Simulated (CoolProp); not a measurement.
Computed with CoolProp (reference Helmholtz-energy equation of state, Lemmon 2004). It is a short technical equation, of lower accuracy than the large ones.

Problem. For n-dodecane, give the phase and the cv (kJ/(kg K)), expansivity (1/kK), Prandtl number at 332.65 °C and 323 kPa.

Solution. 
- 332.65 °C and 323 kPa: gas; cv 2.84, expansivity 2.45, Prandtl number 0.726

Viscosity comes from a separate model (Huber 2004). Thermal conductivity comes from a separate model (Huber 2004).
